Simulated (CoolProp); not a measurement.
Properties of octamethyltrisiloxane (MDM) along the isobar 1.51 MPa.

Computed with CoolProp (reference Helmholtz-energy equation of state, Thol 2017).

```tsv
T (K)	phase	cp (kJ/(kg K))	cv (kJ/(kg K))	isothermal compressibility (1/MPa)	expansivity (1/kK)	fugacity coefficient
207.4	liquid	1.640	1.337	0.0008671	1.071	3.457e-8
215.3	liquid	1.646	1.342	0.0009167	1.078	1.150e-7
223.3	liquid	1.653	1.348	0.0009704	1.086	3.505e-7
231.2	liquid	1.661	1.356	0.001027	1.094	9.622e-7
239.2	liquid	1.672	1.365	0.001089	1.104	2.465e-6
247.1	liquid	1.683	1.376	0.001154	1.115	5.806e-6
255.1	liquid	1.696	1.388	0.001226	1.127	1.294e-5
263	liquid	1.709	1.401	0.001301	1.139	2.693e-5
271	liquid	1.724	1.416	0.001384	1.153	5.359e-5
278.9	liquid	1.740	1.431	0.001473	1.168	0.0001008
286.8	liquid	1.756	1.447	0.001568	1.184	0.0001814
294.8	liquid	1.773	1.464	0.001673	1.201	0.0003159
```
